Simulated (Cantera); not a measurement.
A closed system holds: 1 mol CH4, 0.052 mol H2O, 49 mol H2, at 10000 Pa.

Method: chemical equilibrium by Gibbs-energy minimisation in Cantera with the NASA 1993 tables (ideal gas, pure condensed phases). Candidate condensed phases: C, C6H6, C7H8, C8H18, H2O; 110 gas species. Equilibrium is a limit: real reactors are often held back by kinetics, nucleation or transport.

x: gas mole fraction; n: condensed amount in mol.

| T (K) | x H2 | x H | x C2H2 (acetylene) | x CO | n C(graphite) |
|---|---|---|---|---|---|
| 2325 | 0.960 | 0.0341 | [?] | 0.00100 | 0.455 |
| 2375 | 0.950 | 0.0435 | [?] | 0.000995 | 0.325 |
| 2425 | 0.937 | 0.0548 | [?] | 0.000990 | 0.169 |
| 2475 | 0.922 | 0.0683 | 0.00881 | 0.000983 | 0 |
| 2525 | 0.906 | 0.0844 | 0.00872 | 0.000975 | 0 |
| 2575 | 0.887 | 0.103 | 0.00860 | 0.000965 | 0 |
| 2625 | 0.865 | 0.125 | 0.00846 | 0.000954 | 0 |
| 2675 | 0.841 | 0.150 | 0.00830 | 0.000941 | 0 |
| 2725 | 0.813 | 0.178 | 0.00810 | 0.000927 | 0 |
| 2775 | 0.781 | 0.209 | 0.00786 | 0.000911 | 0 |
| 2825 | 0.747 | 0.244 | 0.00758 | 0.000893 | 0 |
| 2875 | 0.709 | 0.282 | 0.00726 | 0.000874 | 0 |
| 2925 | 0.669 | 0.322 | 0.00688 | 0.000853 | 0 |

Problem. What belongs in the gaps?

Solution. 
- 2325, x C2H2 (acetylene): 0.00469
- 2375, x C2H2 (acetylene): 0.00590
- 2425, x C2H2 (acetylene): 0.00731
